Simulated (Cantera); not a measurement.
A closed system holds: 1 mol trisilylamine, 20 mol N2, 0.18 mol H2, held at 1948 K and 5.80 mbar.

Method: chemical equilibrium by Gibbs-energy minimisation in Cantera with the NASA 1993 tables (ideal gas, pure condensed phases). Candidate condensed phases: Si, Si3N4; 18 gas species. The feed counts by its element totals alone. The tables' values for SiN are old estimates; treat these amounts as uncertain. Gases not in the tables: Si2H6 and higher silanes. The numbers say what is thermodynamically allowed, not how fast it happens.

Base state: N2 0.808, H2 0.181, H 0.00632, Si 0.00400, Si2N 0.000112, SiH 9.98e-5, SiN 8.11e-5, Si2 3.65e-5 (mole fractions); condensed: Si(l).

**Question.** What changes in the equilibrium state with this change: pressure from 5.80 mbar to 10.0 mbar?

**Answer.** 
| species | before | after |
|---|---|---|
| N2 | 0.808 | 0.810 |
| H2 | 0.181 | 0.182 |
| H | 0.00632 | 0.00483 |
| Si | 0.00400 | 0.00232 |
| Si2 | 3.65e-5 | 2.12e-5 |
| SiN | 8.11e-5 | 6.18e-5 |
| Si(l), mol | 2.89 | 2.93 |
